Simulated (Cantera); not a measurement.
# Hydrogen reduction and annealing atmospheres: Cu₂O + H₂

Input: 1 mol Cu₂O, 18 mol H₂, equilibrated at 240 Pa.

Method: chemical equilibrium by Gibbs-energy minimisation in Cantera with the NASA 1993 tables (ideal gas, pure condensed phases). Candidate condensed phases: Cu, CuO, Cu(OH)₂, Cu₂O, H₂O; 12 gas species. The numbers say what is thermodynamically allowed, not how fast it happens.

```tsv
T (K)	x H₂	x H₂O	x Cu	x H	x Cu₂	x OH	n Cu(s)	n Cu(l)
648	0.944	0.0556	<1e-12	<1e-12	<1e-12	<1e-12	2.00	0
748	0.944	0.0556	<1e-12	5.71e-12	<1e-12	<1e-12	2.00	0
848	0.944	0.0556	4.84e-12	3.78e-10	<1e-12	<1e-12	2.00	0
948	0.944	0.0556	7.19e-10	1.04e-8	<1e-12	<1e-12	2.00	0
1048	0.944	0.0556	4.08e-8	1.53e-7	<1e-12	2.84e-11	2.00	0
1148	0.944	0.0556	1.13e-6	1.42e-6	1.72e-11	4.99e-10	2.00	0
1248	0.944	0.0556	1.84e-5	9.26e-6	8.88e-10	5.57e-9	2.00	0
1348	0.944	0.0555	0.000195	4.59e-5	2.51e-8	4.35e-8	2.00	0
1448	0.943	0.0555	0.00138	0.000183	3.82e-7	2.56e-7	0	1.98
```
x: gas mole fraction; n: condensed amount in mol.

From 648 K to 1348 K the condensed part is Cu(s). At 1448 K the condensed part is Cu(l).
